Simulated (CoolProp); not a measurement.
Vapour-liquid equilibrium of R143a (1) + n-butane (2) at 0.673 MPa; x and y are mole fractions of (1).

Computed with CoolProp (multi-fluid Helmholtz-energy mixture model, Lemmon and Jacobsen 2000 and Bücker 2006; pair parameters Bell 2016).

Question: Give the bubble temperature and the first vapour's composition at x = 0.05, 0.65, 0.8. Is there an azeotrope?

Answer: x = 0.05: 46.8 °C, y = 0.315; x = 0.65: 8.1 °C, y = 0.851; x = 0.8: 5.6 °C, y = 0.898. No azeotrope shows between x = 0.05 and 0.95.

Pair parameters are fitted to limited data, so mixtures are less certain than the pure fluids. With so large a gap from Raoult's law the liquid may split in two, which this calculation doesn't test in full.
